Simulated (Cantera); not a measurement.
What does this Cantera script print?

```python
import numpy as np
import cantera as ct

gas_names = """
    Cu CuF CuF2 CuO Cu2 F FO FO2 F2 F2O H HF HOF HO2 H2 H2F2 H2O H2O2 H3F3 H4F4 H5F5 H6F6 H7F7 O OH O2
    O3
""".split()
cond_names = """
    Cu(cr) Cu(L) CuF2(s) CuF2(L) CuO(s) CuO2H2(s) Cu2O(s) Cu2O(L) H2O(s) H2O(L)
""".split()


# ... load() reads the species with a 1 bar reference pressure and builds the phases ...
atoms = {
    'CuO': {'Cu': 1, 'O': 1},
    'HF': {'H': 1, 'F': 1},
    'H2': {'H': 2},
}
top_T = {'CuO(s)': 1390}  # K; cautious upper limits of use, not melting points


# ... equilibrate(T, P, feed) seeds the gas with the atoms and calls Mixture.equilibrate('TP', solver="vcs", rtol=1e-11, max_steps=5000) ...
results = []
feed = {'CuO': 1, 'HF': 2.7, 'H2': 4.6}  # mol
T = 1723.15  # K
P = 133.322  # Pa
mix = equilibrate(T, P, feed)
results.append((T, P, feed, dict(zip(mix.species_names, mix.species_moles))))
x = sorted(zip(gas.X, gas.species_names), reverse=True)
print(f"T = {T:g} K  P = {P:g} Pa  gas = {mix.phase_moles(0):.4g} mol")
print("   x: " + "  ".join(f"{s} {v:.3e}" for v, s in x if v > 0.0001))
print("   condensed (mol): " + ("  ".join(f"{mix.phase(i).name} {mix.phase_moles(i):.4g}"
      for i in range(1, mix.n_phases) if mix.phase_moles(i) > 1e-12) or "none"))
```

Output:

```
T = 1723.15 K  P = 133.322 Pa  gas = 8.307 mol
   x: H2 4.325e-01  HF 3.235e-01  H2O 1.203e-01  Cu 1.187e-01  H 3.289e-03  CuF 1.495e-03  Cu2 1.188e-04
   condensed (mol): none
```

Cantera equilibrium calculation (NASA polynomials, part measured and part estimated; ideal gas, pure solids and liquids).
